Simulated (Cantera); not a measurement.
# Hydrocarbon pyrolysis for carbon deposition

An isothermal, constant-pressure homogeneous reactor starts with C2H6 : N2 = 1 : 32 (molar parts), at 1125 K and 0.230 bar.

Model: GRI-Mech 3.0 (53 species, 325 reactions), integrated in Cantera. GRI-Mech 3.0 stops at C3 and has no aromatics, soot or wall deposition, so with more carbon than oxygen in the feed, carbon stays in small species such as C2H2 where larger ones or solid carbon would form.

```json
[
 {"t (s)": "7.00e-6", "x C2H6": "0.0303", "x C2H2": "<1e-12", "x H2": "4.35e-12", "x C2H": "<1e-12", "x CH4": "7.93e-11", "x H": "6.78e-12"},
 {"t (s)": "1.74e-5", "x C2H6": "0.0303", "x C2H2": "<1e-12", "x H2": "3.48e-11", "x C2H": "<1e-12", "x CH4": "4.91e-10", "x H": "2.81e-11"},
 {"t (s)": "4.35e-5", "x C2H6": "0.0303", "x C2H2": "<1e-12", "x H2": "4.84e-10", "x C2H": "<1e-12", "x CH4": "3.02e-9", "x H": "1.84e-10"},
 {"t (s)": "0.000108", "x C2H6": "0.0303", "x C2H2": "<1e-12", "x H2": "8.03e-9", "x C2H": "<1e-12", "x CH4": "1.84e-8", "x H": "1.22e-9"},
 {"t (s)": "0.000270", "x C2H6": "0.0303", "x C2H2": "<1e-12", "x H2": "1.27e-7", "x C2H": "<1e-12", "x CH4": "1.09e-7", "x H": "7.56e-9"},
 {"t (s)": "0.000673", "x C2H6": "0.0303", "x C2H2": "7.78e-12", "x H2": "1.84e-6", "x C2H": "<1e-12", "x CH4": "6.06e-7", "x H": "4.23e-8"},
 {"t (s)": "0.00168", "x C2H6": "0.0303", "x C2H2": "1.08e-9", "x H2": "2.25e-5", "x C2H": "<1e-12", "x CH4": "2.95e-6", "x H": "1.87e-7"},
 {"t (s)": "0.00418", "x C2H6": "0.0301", "x C2H2": "7.46e-8", "x H2": "0.000184", "x C2H": "<1e-12", "x CH4": "1.31e-5", "x H": "4.74e-7"},
 {"t (s)": "0.0104", "x C2H6": "0.0294", "x C2H2": "1.72e-6", "x H2": "0.000853", "x C2H": "<1e-12", "x CH4": "5.66e-5", "x H": "6.49e-7"},
 {"t (s)": "0.0259", "x C2H6": "0.0274", "x C2H2": "1.72e-5", "x H2": "0.00267", "x C2H": "<1e-12", "x CH4": "0.000184", "x H": "6.94e-7"},
 {"t (s)": "0.0646", "x C2H6": "0.0227", "x C2H2": "0.000120", "x H2": "0.00695", "x C2H": "1.10e-12", "x CH4": "0.000509", "x H": "7.69e-7"},
 {"t (s)": "0.161", "x C2H6": "0.0135", "x C2H2": "0.000676", "x H2": "0.0157", "x C2H": "3.25e-12", "x CH4": "0.00127", "x H": "9.10e-7"},
 {"t (s)": "0.401", "x C2H6": "0.00335", "x C2H2": "0.00274", "x H2": "0.0265", "x C2H": "7.70e-12", "x CH4": "0.00236", "x H": "8.98e-7"},
 {"t (s)": "1.00", "x C2H6": "0.000402", "x C2H2": "0.00594", "x H2": "0.0320", "x C2H": "6.61e-12", "x CH4": "0.00282", "x H": "4.30e-7"}
]
```
x: mole fraction; the columns are a selection and need not sum to one.

Equilibrium at this temperature and pressure: C2H6 4.95e-6, C2H2 0.00631, H2 0.0299, C2H <1e-12, CH4 0.0177, H 1.61e-8 (gas phase only).
